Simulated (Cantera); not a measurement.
Low-pressure radical oxidation in H2/O2

An isothermal, constant-pressure homogeneous reactor starts with H2 : O2 : N2 = 0.066 : 1 : 0.014 (molar parts), equivalence ratio 0.033, at 1400 K and 0.0132 atm.

Computed with Cantera and GRI-Mech 3.0 (53 species, 325 reactions). Radical loss at walls, strong at low pressure, is not modelled. The temperature is held fixed by assumption; the heat of reaction is taken as removed at once.

| t (s) | x H2 | x O2 | x H2O2 | x O | x HO2 | x H2O |
|---|---|---|---|---|---|---|
| 0.000400 | 0.0611 | 0.926 | 2.12e-9 | 1.43e-5 | 5.38e-7 | 2.06e-5 |
| 0.00159 | 0.00161 | 0.876 | 7.26e-8 | 0.0418 | 2.32e-6 | 0.0513 |
| 0.00633 | 0.00117 | 0.878 | 6.36e-8 | 0.0402 | 2.21e-6 | 0.0529 |
| 0.0252 | 0.000914 | 0.889 | 6.13e-8 | 0.0306 | 2.07e-6 | 0.0552 |
| 0.100 | 0.000393 | 0.909 | 4.84e-8 | 0.0125 | 1.50e-6 | 0.0594 |
| 0.399 | 6.03e-5 | 0.921 | 2.15e-8 | 0.00186 | 5.13e-7 | 0.0621 |
| 1.59 | 5.86e-6 | 0.923 | 5.73e-9 | 0.000180 | 9.75e-8 | 0.0628 |
| 6.32 | 7.50e-7 | 0.923 | 1.43e-9 | 2.30e-5 | 5.47e-8 | 0.0629 |
| 25.1 | 2.67e-7 | 0.924 | 7.93e-10 | 8.21e-6 | 7.31e-8 | 0.0630 |
| 100 | 2.58e-7 | 0.924 | 7.81e-10 | 7.93e-6 | 7.40e-8 | 0.0630 |
x: mole fraction; the columns are a selection and need not sum to one.

Equilibrium at this temperature and pressure: H2 2.58e-7, O2 0.923, H2O2 7.81e-10, O 7.93e-6, HO2 7.40e-8, H2O 0.0630 (gas phase only).
